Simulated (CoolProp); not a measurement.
Saturation properties of carbon dioxide.

Values from CoolProp's reference Helmholtz-energy equation of state, Span 1996.

| T (K) | p (MPa) | enthalpy of vaporisation (kJ/kg) | liquid conductivity (mW/(m K)) |
|---|---|---|---|
| 227.7 | 0.8175 | 332.0 | 163 |
| 231.7 | 0.9519 | 325.0 | 159 |
| 235.8 | 1.106 | 317.6 | 154 |
| 239.8 | 1.274 | 310.0 | 149 |
| 243.9 | 1.464 | 302.0 | 144 |
| 248 | 1.675 | 293.6 | 139 |
| 252 | 1.901 | 285.0 | 134 |
| 256.1 | 2.155 | 275.7 | 129 |
| 260.1 | 2.426 | 266.2 | 125 |
| 264.2 | 2.729 | 255.9 | 120 |
| 268.2 | 3.050 | 245.2 | 115 |
| 272.3 | 3.407 | 233.4 | 110 |
| 276.3 | 3.785 | 221.1 | 105 |
| 280.4 | 4.203 | 207.2 | 100 |
| 284.4 | 4.643 | 192.3 | 95.7 |

Thermal conductivity comes from a separate model (Huber 2016).
